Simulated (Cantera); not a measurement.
Feed: 1 mol SiCl4, 0.0044 mol C3H8, 36 mol H2, held at 1.00 bar.

Points: T (K) = 1350, 1450, 1550, 1650, 1750, 1850, 1950, 2050, 2150, 2250, 2350, 2450.

Cantera's Mixture.equilibrate('TP', solver="vcs", rtol=1e-11, max_steps=5000) on the NASA tables stopped like this:

```
ERROR: FAILURE its = 5001!

*******************************************************************************
CanteraError thrown by MultiPhase::equilibrate:
VCS solver failed. Return code: -1
*******************************************************************************
```

What got this run through?

One answer among several that fit: The failure is numerical, not chemical. The same input converged with solver="gibbs", rtol=1e-10, max_steps=50000, and the result passed a check of the equilibrium conditions:
```
T = 1350 K  P = 100000 Pa  gas = 37.56 mol
   x: H2 9.312e-01  HCL 4.835e-02  SiCL2 7.057e-03  SiHCL3 5.215e-03  SiCL4 4.728e-03  SiCL3 2.586e-03  SiH2CL2 8.388e-04
   condensed (mol): Si(cr) 0.2188  SiC(b) 0.01249
T = 1450 K  P = 100000 Pa  gas = 37.78 mol
   x: H2 9.221e-01  HCL 5.881e-02  SiCL2 1.157e-02  SiHCL3 2.589e-03  SiCL3 2.463e-03  SiCL4 1.916e-03  SiH2CL2 5.417e-04
   condensed (mol): Si(cr) 0.2654  SiC(b) 0.01257
T = 1550 K  P = 100000 Pa  gas = 37.91 mol
   x: H2 9.173e-01  HCL 6.398e-02  SiCL2 1.487e-02  SiCL3 1.813e-03  SiHCL3 1.085e-03  SiCL4 6.156e-04  SiH2CL2 3.121e-04
   condensed (mol): Si(cr) 0.2775  SiC(b) 0.01263
T = 1650 K  P = 100000 Pa  gas = 37.96 mol
   x: H2 9.153e-01  HCL 6.574e-02  SiCL2 1.679e-02  SiCL3 1.199e-03  SiHCL3 4.393e-04  SiCL4 1.879e-04  SiH2CL2 1.754e-04
   condensed (mol): Si(cr) 0.2727  SiC(b) 0.01267
T = 1750 K  P = 100000 Pa  gas = 37.99 mol
   x: H2 9.135e-01  HCL 6.817e-02  SiCL2 1.690e-02  SiCL3 7.630e-04  H 2.223e-04  SiHCL3 1.814e-04
   condensed (mol): Si(L) 0.3014  SiC(b) 0.01264
T = 1850 K  P = 100000 Pa  gas = 38.01 mol
   x: H2 9.115e-01  HCL 7.117e-02  SiCL2 1.605e-02  H 5.143e-04  SiCL3 4.877e-04
   condensed (mol): Si(L) 0.3494  SiC(b) 0.01255
T = 1950 K  P = 100000 Pa  gas = 38.03 mol
   x: H2 9.095e-01  HCL 7.359e-02  SiCL2 1.514e-02  H 1.093e-03  SiCL3 3.216e-04
   condensed (mol): Si(L) 0.3895  SiC(b) 0.01239
T = 2050 K  P = 100000 Pa  gas = 38.06 mol
   x: H2 9.072e-01  HCL 7.557e-02  SiCL2 1.424e-02  H 2.161e-03  SiCL3 2.186e-04  SiCL 1.441e-04  CL 1.332e-04  SiH2 1.271e-04
   condensed (mol): Si(L) 0.4208  SiC(b) 0.01198
T = 2150 K  P = 100000 Pa  gas = 38.11 mol
   x: H2 9.041e-01  HCL 7.717e-02  SiCL2 1.337e-02  H 4.010e-03  SiCL 2.763e-04  CL 2.504e-04  Si 2.245e-04  SiH2 2.121e-04  SiCL3 1.528e-04  SiH 1.043e-04
   condensed (mol): Si(L) 0.4404  SiC(b) 0.01072
T = 2250 K  P = 100000 Pa  gas = 38.2 mol
   x: H2 8.997e-01  HCL 7.835e-02  SiCL2 1.253e-02  H 7.044e-03  Si 5.923e-04  SiCL 4.977e-04  CL 4.440e-04  SiH2 3.372e-04  SiH 2.260e-04  SiCL3 1.093e-04
   condensed (mol): Si(L) 0.442  SiC(b) 0.00692
T = 2350 K  P = 100000 Pa  gas = 38.34 mol
   x: H2 8.931e-01  HCL 7.904e-02  H 1.179e-02  SiCL2 1.171e-02  Si 1.437e-03  SiCL 8.480e-04  CL 7.475e-04  SiH2 5.135e-04  SiH 4.571e-04  Si2C 1.153e-04
   condensed (mol): Si(L) 0.4105
T = 2450 K  P = 100000 Pa  gas = 38.58 mol
   x: H2 8.832e-01  HCL 7.913e-02  H 1.888e-02  SiCL2 1.089e-02  Si 3.241e-03  SiCL 1.375e-03  CL 1.201e-03  SiH 8.696e-04  SiH2 7.516e-04  Si2C 1.783e-04
   condensed (mol): Si(L) 0.3148
```

The gas is ideal and each condensed phase is pure. Mutual solubility and eutectic melting of coexisting phases are not modelled. The tables' values for SiCl3, SiCl are old estimates; treat these amounts as uncertain. Gases not in the tables: Si2H6 and higher silanes.
